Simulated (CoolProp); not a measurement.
Isobutene along the isotherm 433.4 K: Z from the reference equation and from simpler models built on Tc = 418.1 K, pc = 4016 kPa, ω = 0.193; each cubic takes its own stable root.

The numbers come from the reference Helmholtz-energy equation of state, Lemmon 2005 in CoolProp. It is a short technical equation, of lower accuracy than the large ones.

```
p (kPa)          phase  reference
-------  -------------  ---------
63.5               gas     0.9951
93.2               gas     0.9928
137                gas     0.9894
201                gas     0.9844
295                gas     0.9770
433                gas     0.9660
635                gas     0.9495
932                gas     0.9247
1370               gas     0.8862
2010               gas     0.8255
2950               gas     0.7232
4330     supercritical     0.5147
6350     supercritical     0.2857
9320     supercritical     0.3606
13700    supercritical     0.4855
20100    supercritical     0.6644
```

Task: How far does each simpler model (van der Waals, Soave-Redlich-Kwong, Peng-Robinson) lie from the reference over these 16 states: mean and median of the absolute difference, and the worst?

Result: 
- van der Waals: mean 9.1 %, median 0.8 %, worst +34.6 % at 433.4 K and 9320 kPa
- Soave-Redlich-Kwong: mean 3.6 %, median 0.3 %, worst +19.3 % at 433.4 K and 6350 kPa
- Peng-Robinson: mean 1.5 %, median 0.7 %, worst +9.0 % at 433.4 K and 6350 kPa
